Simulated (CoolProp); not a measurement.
Model: reference Helmholtz-energy equation of state, Lemmon and Jacobsen 2000, in CoolProp.

### Question
Give the vapour pressure (bar), liquid density (kg/m³), liquid cp (kJ/(kg K)), vapour Z of saturated R143a at 238.7, 267.5 K.

### Answer
| T (K) | p (bar) | liquid density (kg/m³) | liquid cp (kJ/(kg K)) | vapour Z |
|---|---|---|---|---|
| 238.7 | 1.79 | 1130 | 1.36 | 0.929 |
| 267.5 | 5.18 | 1040 | 1.47 | 0.858 |
